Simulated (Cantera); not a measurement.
Charge: 1 mol SiH4, 37 mol N2O, 0.71 mol O2, held at 0.0100 bar.

Method: chemical equilibrium by Gibbs-energy minimisation in Cantera with the NASA 1993 tables (ideal gas, pure condensed phases). Candidate condensed phases: H2O, Si, SiO2, Si2N2O, Si3N4; 35 gas species. The tables hold silica as quartz up to 1696 K and as liquid above; real silica turns to tridymite and cristobalite and melts near 1996 K. Rates play no part.

Task: Which condensed phases are stable at each of these points (T (°C)): 477, 627, 777, 927, 1077, 1227, 1377, 1527?

Result: 
| T (°C) | condensed phases | Si condensed (%) |
|---|---|---|
| 477 | SiO2(α-quartz) | 100.0 |
| 627 | SiO2(β-quartz) | 100.0 |
| 777 | SiO2(β-quartz) | 100.0 |
| 927 | SiO2(β-quartz) | 100.0 |
| 1077 | SiO2(β-quartz) | 100.0 |
| 1227 | SiO2(β-quartz) | 100.0 |
| 1377 | SiO2(β-quartz) | 100.0 |
| 1527 | SiO2(condensed) | 100.0 |

At 477 °C the condensed part is SiO2(α-quartz). From 627 °C to 1377 °C the condensed part is SiO2(β-quartz). At 1527 °C the condensed part is SiO2(condensed).
